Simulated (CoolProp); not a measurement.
Tetrahydrofuran at several states: density (kg/m³) from the reference equation and from simpler models built on Tc = 540.2 K, pc = 5.304 MPa, ω = 0.234; each cubic takes its own stable root.

Model: reference Helmholtz-energy equation of state, Fiedler 2023, in CoolProp.

| T (K) | p (MPa) | phase | reference | van der Waals | Peng-Robinson |
|---|---|---|---|---|---|
| 287.3 | 28.4 | liquid | 914.7 | 582.5 | 954.9 |
| 365.8 | 0.7 | liquid | 804.7 | 18.61 | 845.6 |
| 396.5 | 0.062 | gas | 1.371 | 1.366 | 1.371 |
| 481.9 | 5.05 | liquid | 646.7 | 406.9 | 644.7 |
| 304.7 | 1.05 | liquid | 875.6 | 539.0 | 917.7 |

At some of these states van der Waals gives the other phase, because its saturation line lies elsewhere.
